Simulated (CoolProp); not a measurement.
Model: reference Helmholtz-energy equation of state, Thol 2016, in CoolProp.

Q: Give the vapour pressure (MPa), liquid density (kg/m³), vapour density (kg/m³) of saturated hexamethyldisiloxane (MM) at 49.05, 108.75 °C.

A: 
| T (°C) | p (MPa) | liquid density (kg/m³) | vapour density (kg/m³) |
|---|---|---|---|
| 49.05 | 0.0169 | 734 | 1.04 |
| 108.75 | 0.128 | 665 | 7.07 |
